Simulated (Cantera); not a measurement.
Input: 1 mol SiH4, 0.15 mol NH3, 2.2 mol N2, at 1325 K and 0.0640 bar.

Equilibrium computed with Cantera from the NASA thermochemical tables; the gas is ideal and each condensed phase is pure. Candidate condensed phases: Si, Si3N4; 18 gas species. Kinetics and transport are ignored.

Base state: H2 0.580, N2 0.420 (mole fractions); condensed: Si3N4(s).

Q: What changes in the equilibrium state with this change: SiH4 replaced by Si2Cl6?

A: 
```json
[
 {"species": "N2", "before": "0.420", "after": "0.505"},
 {"species": "SiCl4", "before": "0", "after": "0.355"},
 {"species": "HCl", "before": "0", "after": "0.108"},
 {"species": "H2", "before": "0.580", "after": "0.00534"},
 {"species": "SiCl3", "before": "0", "after": "0.0194"},
 {"species": "SiCl2", "before": "0", "after": "0.00575"},
 {"species": "SiHCl3", "before": "0", "after": "0.000894"},
 {"species": "Si3N4(s), mol", "before": "0.333", "after": "0.191"}
]
```
The feed counts by its element totals alone. The tables' values for SiCl3 are old estimates; treat these amounts as uncertain. Further candidate phases: NH4Cl.

Q: What changes in the equilibrium state with this change: SiH4 replaced by SiF4?

A: 
| species | before | after |
|---|---|---|
| N2 | 0.420 | 0.649 |
| SiF4 | 0 | 0.282 |
| H2 | 0.580 | 0.0624 |
| HF | 0 | 0.00292 |
| SiF3 | 0 | 0.00218 |
| SiHF3 | 0 | 0.000711 |
| SiF2 | 0 | 1.36e-5 |
| Si3N4(s), mol | 0.333 | 0 |
The tables' values for SiF3, SiF2 are old estimates; treat these amounts as uncertain.
